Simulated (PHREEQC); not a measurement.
Model water analysis in mg/L, 5 °C, pH 6.12, pe 10:

```json
[
 {"constituent": "Na", "mg/L": "1.71"},
 {"constituent": "K", "mg/L": "0.00934"},
 {"constituent": "Ca", "mg/L": "1.84"},
 {"constituent": "Mg", "mg/L": "2.07"},
 {"constituent": "Cl", "mg/L": "7.25"},
 {"constituent": "S(6) as SO4", "mg/L": "2.58"},
 {"constituent": "Alkalinity as HCO3", "mg/L": "4.12"},
 {"constituent": "Ba", "mg/L": "0.233"},
 {"constituent": "Cd", "mg/L": "0.0657"},
 {"constituent": "Pb", "mg/L": "0.597"},
 {"constituent": "O(0) (dissolved oxygen)", "mg/L": "0.0749"}
]
```

Valence states are taken as typed.

Model: ion-association model, phreeqc.dat, run in PHREEQC.

Each row changes one thing in this solution. No solid was allowed to form.

```tsv
case	CO2 (mol/kgw)	Pb+2 (mol/kgw)	MgSO4 (mol/kgw)	CaSO4 (mol/kgw)	PbHCO3+ (mol/kgw)	PbCO3 (mol/kgw)	SI of Pb(OH)2 (Pb(OH)2)	SI of Anglesite (PbSO4)
as made	0.000165	2.56e-6	2.49e-7	1.50e-7	1.25e-7	9.79e-8	-2.28	-2.35
temperature from 5 to 60 °C at the same typed pH	9.71e-5	2.41e-6	9.15e-7	2.12e-7	1.16e-7	2.33e-7	-0.50	-2.68
pH from 6.12 to 5.5 at the same alkalinity	0.000714	2.66e-6	2.48e-7	1.50e-7	1.35e-7	2.54e-8	-3.51	-2.34
Pb from 0.597 to 1.19 mg/L	0.000164	5.10e-6	2.48e-7	1.50e-7	2.47e-7	1.94e-7	-1.98	-2.05
```

Species that the database lacks are ignored. Constants without temperature data keep their 25 °C values here.
